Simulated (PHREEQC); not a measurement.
Solution (25 °C): 0.0027 mol/kgw CdCl2, 0.043 mol/kgw H3BO3 and 0.0035 mol/kgw FeSO4. Closed to the air; pH follows from the charge balance.

Computed with PHREEQC (ion-association model, wateq4f.dat).

**Question.** The ionic strength comes out as 0.0173 mol/kgw. What activity coefficients do CdCl+, Cd(SO4)2-2, H2BO3-, SO4-2, Fe+2 get?

**Answer.** CdCl+ 0.88, Cd(SO4)2-2 0.59, H2BO3- 0.87, SO4-2 0.60, Fe+2 0.61.

Precipitation was switched off in this run.
